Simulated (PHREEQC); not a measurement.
Acid rinse or clean: an equilibrium model

Solution (53 °C and 100 atm): 0.55 mol H2SO4 and 0.15 mol CuCl2 per kg of water. Closed to the air; pH follows from the charge balance.

Model: ion-association model, phreeqc.dat, run in PHREEQC.

No solid was allowed to form.

Task: Estimate the pH, activity of water.

Result: pH 0.35; activity of water 0.974.

Task: In which forms is Cu present?

Result: Cu+2 60 %, CuCl+ 28 %, CuSO4 11 %, CuCl2 1.3 % of the Cu.

Caution: at this ionic strength the ion-association model is outside its range; a Pitzer model would be the better tool where its parameters exist. Under pressure, the constants of complexes without a molar volume in the database are unreliable. Constants without temperature data keep their 25 °C values here.
